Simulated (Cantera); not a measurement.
# Equilibrium for chlorosilane synthesis and conversion: SiCl4 + HCl + H2

Input: 1 mol SiCl4, 4.4 mol HCl, 1.5 mol H2, at 500 °C and 0.133 bar.

These are equilibrium values from Cantera (NASA tables, ideal gas, pure condensed phases), not measurements of a reactor. Candidate condensed phases: Si; 19 gas species. Rates play no part.

- x(HCl): 0.638
- x(H2): 0.217
- x(SiCl4): 0.145
- x(SiHCl3): 3.11e-5
- gas amount: 6.900 mol
- log10 activity of Si(s) (absent): -11.53
